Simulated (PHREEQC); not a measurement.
Solution (20 °C): 8.4 mmol/kgw NH3 and 0.95 mmol/kgw NaAlO2. Closed to the air; pH follows from the charge balance.

Computed with PHREEQC (ion-association model, phreeqc.dat).

| quantity | before | after |
|---|---|---|
| pH | 10.73 | 7.27 |
| ionic strength (mol/kgw) | 0.00134 | 0.00931 |
| NH3 (mol/kgw) | 0.00801 | 5.53e-5 |
| NH4+ (mol/kgw) | 0.000387 | 0.00834 |

Q: Which change was made?
A. NH3 from 0.0084 to 0.042 mol/kgw
B. NaAlO2 left out
C. NH3 replaced by NH4Cl at the same molality
D. 0.0001 mol/kgw K2CO3 added
E. NaAlO2 replaced by NaF at the same molality

A: C, NH3 replaced by NH4Cl at the same molality

This is a speciation only: nothing precipitates in the calculation. Some of these states are supersaturated (in Gibbsite (slow to form), Al(OH)3(a), for instance).
